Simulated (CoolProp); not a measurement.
Values from CoolProp's reference Helmholtz-energy equation of state, Gedanitz 2015.

Question: For cyclopentane, give the phase and the cp (kJ/(kg K)), expansivity (1/kK) at -15.05 °C and 6 bar; 234.75 °C and 6 bar.

Answer: 
- -15.05 °C and 6 bar: liquid; cp 1.63, expansivity 1.19
- 234.75 °C and 6 bar: gas; cp 2.23, expansivity 2.32
